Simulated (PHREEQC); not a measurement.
Solution (25 °C): 0.013 mol/kgw KHSO4. Closed to the air; pH follows from the charge balance.

All values are PHREEQC results (ion-association model, phreeqc.dat), not measurements.

No solid was allowed to form.

Task: Estimate the pH.

Result: pH 2.11.

Task: In which forms is K present?

Result: K+ 97 %, KSO4- 3.0 % of the K.

Species that the database lacks are ignored.
